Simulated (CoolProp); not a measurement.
A closed Brayton cycle with nitrogen: compressor inlet 305.15 K and 1.6 MPa, high pressure 3.01 MPa, turbine inlet 790 K, compressor efficiency 0.8, turbine efficiency 0.9, recuperator effectiveness 0.8 (on enthalpy, no pinch check). Each further row changes one setting.

Computed with CoolProp (reference Helmholtz-energy equation of state, Span 2000).

| case | thermal efficiency (%) | net work (kJ/kg) | compressor to turbine work | compressor exit (K) | turbine exit (K) |
|---|---|---|---|---|---|
| as stated | 23.9 | 45.2 | 0.64 | 380.8 | 679.0 |
| turbine inlet 740 K | 21.7 | 37.2 | 0.68 | 380.8 | 635.0 |
| compressor inlet 315.15 K | 22.8 | 42.5 | 0.66 | 393.3 | 679.0 |
| high pressure 2.56 MPa | 21.8 | 36.9 | 0.61 | 360.1 | 705.9 |
| recuperator effectiveness 0.5 | 15.8 | 45.2 | 0.64 | 380.8 | 679.0 |
